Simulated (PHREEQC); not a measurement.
A solution holds 0.91 mol/kgw NaBr, 0.65 mol/kgw CaCl2 and 0.27 mol/kgw LiCl, at 25 °C. Closed to the air; pH follows from the charge balance.

The numbers come from PHREEQC with the Pitzer model, pitzer.dat.

No solid was allowed to form.

Problem. What activity of water, osmotic coefficient, density does the model give?

Solution. activity of water 0.916; osmotic coefficient 1.125; density 1.124 g/cm³.
